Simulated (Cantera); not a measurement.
An isothermal, constant-pressure homogeneous reactor starts with 7.69 % CH₄, 92.3 % N₂, at 1975 K and 2670 Pa.

Model: GRI-Mech 3.0 (53 species, 325 reactions), integrated in Cantera. GRI-Mech 3.0 stops at C3 and has no aromatics, soot or wall deposition, so with more carbon than oxygen in the feed, carbon stays in small species such as C2H2 where larger ones or solid carbon would form. Radical loss at walls, strong at low pressure, is not modelled.

x: mole fraction; the columns are a selection and need not sum to one.

| t (s) | x CH₄ | x H₂ | x H | x CH₃ | x C₂H₄ | x C₂H₆ |
|---|---|---|---|---|---|---|
| 1.00e-6 | 0.0769 | 4.49e-8 | 7.75e-7 | 8.65e-7 | <1e-12 | <1e-12 |
| 6.47e-6 | 0.0769 | 1.55e-6 | 3.76e-6 | 6.86e-6 | 3.84e-12 | <1e-12 |
| 4.19e-5 | 0.0769 | 2.72e-5 | 7.16e-6 | 6.16e-5 | 3.57e-9 | 3.20e-10 |
| 0.000271 | 0.0765 | 0.000219 | 7.73e-6 | 0.000435 | 2.30e-6 | 6.36e-8 |
| 0.00176 | 0.0726 | 0.00289 | 3.32e-5 | 0.00266 | 0.000599 | 3.66e-6 |
| 0.0114 | 0.0228 | 0.0714 | 0.000489 | 0.00269 | 0.00127 | 4.97e-6 |
| 0.0737 | (withheld) | 0.104 | (withheld) | (withheld) | (withheld) | (withheld) |
| 0.477 | (withheld) | 0.106 | (withheld) | (withheld) | 8.14e-7 | 4.97e-11 |
| 3.09 | 6.99e-7 | 0.106 | 0.00274 | 3.59e-7 | 7.72e-7 | <1e-12 |
| 20.0 | 7.33e-7 | 0.106 | 0.00274 | 3.76e-7 | 7.72e-7 | <1e-12 |

Some entries are withheld; supply them.


- 0.0737, x CH₄: 0.00132
- 0.0737, x H: 0.00118
- 0.0737, x CH₃: 0.000292
- 0.0737, x C₂H₄: 9.44e-6
- 0.0737, x C₂H₆: 5.10e-8
- 0.477, x CH₄: 2.49e-5
- 0.477, x H: 0.00232
- 0.477, x CH₃: 1.08e-5
